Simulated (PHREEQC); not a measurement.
Leach liquor: speciation

Solution (30 °C): 0.35 mol HCl, 0.025 mol FeSO4 and 0.0088 mol MnSO4 per kg of water. Closed to the air; pH follows from the charge balance.

The numbers come from PHREEQC with the ion-association model, wateq4f.dat.

Precipitation was switched off in this run.

What pH, ionic strength, activity of water does the model give?

pH 0.61; ionic strength 0.409 mol/kgw; activity of water 0.988.

In which forms is Mn present?

Mn+2 71 %, MnCl+ 25 %, MnSO4 2.3 %, MnCl2 1.5 % of the Mn.

Complexes and solids missing from the database can't appear.
